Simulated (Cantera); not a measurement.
**Thermodynamics of carbothermic reduction, feed Cu2O + CO**

Input: 1 mol Cu2O, 19 mol CO, at 1800 Pa.

Method: chemical equilibrium by Gibbs-energy minimisation in Cantera with the NASA 1993 tables (ideal gas, pure condensed phases). Candidate condensed phases: C, Cu, CuO, Cu2O; 15 gas species. Rates play no part.

| T (K) | log p CO | log p CO2 | log p Cu | log p Cu2 | n Cu(s) | n Cu(l) |
|---|---|---|---|---|---|---|
| 1325 | -1.77 | -3.02 | -6.55 | -10.53 | 2.00 | 0 |
| 1350 | -1.77 | -3.02 | -6.31 | -10.19 | 2.00 | 0 |
| 1375 | -1.77 | -3.02 | -6.08 | -9.88 | 0 | 2.00 |
| 1400 | -1.77 | -3.02 | -5.87 | -9.58 | 0 | 2.00 |
| 1425 | -1.77 | -3.02 | -5.66 | -9.29 | 0 | 2.00 |
| 1450 | -1.77 | -3.02 | -5.46 | -9.02 | 0 | 2.00 |
| 1475 | -1.77 | -3.02 | -5.27 | -8.75 | 0 | 1.99 |
| 1500 | -1.77 | -3.02 | -5.08 | -8.49 | 0 | 1.99 |
| 1525 | -1.77 | -3.02 | -4.91 | -8.24 | 0 | 1.99 |
| 1550 | -1.77 | -3.02 | -4.73 | -8.00 | 0 | 1.98 |
| 1575 | -1.77 | -3.02 | -4.56 | -7.77 | 0 | 1.97 |
log p: log10 of the partial pressure in bar; n: condensed amount in mol.

From 1325 K to 1350 K the condensed part is Cu(s). From 1375 K to 1575 K the condensed part is Cu(l). The main Cu-bearing gas is Cu throughout.
